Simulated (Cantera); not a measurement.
A closed system holds: 1 mol borazine, 2.5 mol N2, equilibrated at 1000 Pa.

Cantera equilibrium calculation (NASA polynomials, part measured and part estimated; ideal gas, pure solids and liquids). Candidate condensed phases: B, BN; 15 gas species. The feed counts by its element totals alone. Rates play no part. All values below are at 1348 K.

Base state: H2 0.545, N2 0.455, H 1.71e-5 (mole fractions); condensed: BN(s).

Task: What changes in the equilibrium state with this change: borazine replaced by BCl3?

Result: 
| species | before | after |
|---|---|---|
| N2 | 0.455 | 0.714 |
| BCl3 | 0 | 0.286 |
| Cl | 0 | 0.000281 |
| H2 | 0.545 | 0 |
| BCl2 | 0 | 4.07e-5 |
| H | 1.71e-5 | 0 |
| BN(s), mol | 3.00 | 0.000284 |
N2 is the only nitrogen source here; it is nearly inert below about 1500 K, so the nitride shown seldom forms there in practice. The tables' values for BCl2 are old estimates; treat these amounts as uncertain.
